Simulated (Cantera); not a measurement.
A freely propagating, adiabatic, planar premixed flame of H2 : O2 : N2 = 1 : 0.278 : 1.04 (molar parts), equivalence ratio 1.8, unburnt at 475 K and 0.276 atm; mixture-averaged transport, grid criteria slope 0.08 and curve 0.16, no radiation.

Detailed kinetics in Cantera: the H2/O2 subset of GRI-Mech 3.0, which has no nitrogen chemistry. Burning velocities carry a grid error of a few per cent, more on coarse grids.

**Question.** Predict: laminar burning velocity; thermal thickness; peak x(OH); peak x(HO2); peak x(H); peak x(O).

**Answer.** 
```json
{
 "laminar_burning_velocity": "536 cm/s",
 "thermal_thickness": "2.17 mm",
 "peak x(OH)": "0.00631",
 "peak x(HO2)": "0.000137",
 "peak x(H)": "0.112",
 "peak x(O)": "0.00551"
}
```
